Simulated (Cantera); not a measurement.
# Catalytic combustion on Pt

An isothermal plug-flow reactor at 923 K and 76000 Pa (inlet), inlet velocity 2.4 m/s, active area per volume 580 1/m; feed 3.09 % CO, 6.41 % O₂, 90.5 % N₂, equivalence ratio 0.24.

Model: Deutschmann's 1995 Pt surface mechanism with GRI-Mech 3.0 gas chemistry, integrated in Cantera. Catalytic surfaces can have several steady states; this one follows from the mechanism file's or the stated starting coverage. Mass transfer to the wall is taken as infinitely fast.

```
z (m)        x CO    x O₂   x H₂O   x CO₂  θ free Pt    θ O*     θ CO*
-------  --------  ------  ------  ------  ---------  ------  --------
0.00049   0.00493  0.0518  <1e-12  0.0264      0.720  0.0734     0.207
0.0011   0.000451  0.0497  <1e-12  0.0310      0.171   0.829  0.000168
0.0023    3.12e-5  0.0495  <1e-12  0.0314      0.163   0.837   1.05e-5
0.0049    1.15e-7  0.0494  <1e-12  0.0314      0.162   0.838   3.84e-8
0.011      <1e-12  0.0494  <1e-12  0.0314      0.162   0.838    <1e-12
0.023      <1e-12  0.0494  <1e-12  0.0314      0.162   0.838    <1e-12
0.049      <1e-12  0.0494  <1e-12  0.0314      0.162   0.838    <1e-12
```
x: gas mole fraction; θ: surface coverage.
